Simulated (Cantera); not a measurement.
Input: 1 mol Al2O3, 0.12 mol O2, at 875 K and 10.0 mbar.

Cantera equilibrium calculation (NASA polynomials, part measured and part estimated; ideal gas, pure solids and liquids). Candidate condensed phases: Al, Al2O3; 9 gas species. Rates play no part.

Base state: O2 1.00 (mole fractions); condensed: Al2O3(s).

### Question
What changes in the equilibrium state with this change: temperature from 875 K to 2075 K?

### Answer
| species | before | after |
|---|---|---|
| O2 | 1.00 | 0.988 |
| O | <1e-9 | 0.0116 |
| Al2O3(s), mol | 1.00 | 1.00 |
